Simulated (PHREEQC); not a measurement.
Model water analysis in mg/kgw, 30 °C, pH 7.55, pe 10.4:

| constituent | mg/kgw |
|---|---|
| Na | 9950 |
| K | 5.98 |
| Ca | 812 |
| Mg | 12.5 |
| Cl | 16100 |
| S(6) as SO4 | 1660 |
| Alkalinity as HCO3 | 0.903 |
| O(0) (dissolved oxygen) | 7.01 |

Cl is adjusted to close the charge balance.
Valence states are taken as typed.

All values are PHREEQC results (ion-association model, wateq4f.dat), not measurements.

No solid was allowed to form.

Q: Order these S species by the share of S that they hold, largest first: SO4-2, MgSO4, CaSO4, NaSO4-.

A: SO4-2 (61 %), NaSO4- (28 %), CaSO4 (11 %), MgSO4 (0.38 %)

The pH is 7.55 and the ionic strength 0.495 mol/kgw. Complexes and solids missing from the database can't appear.
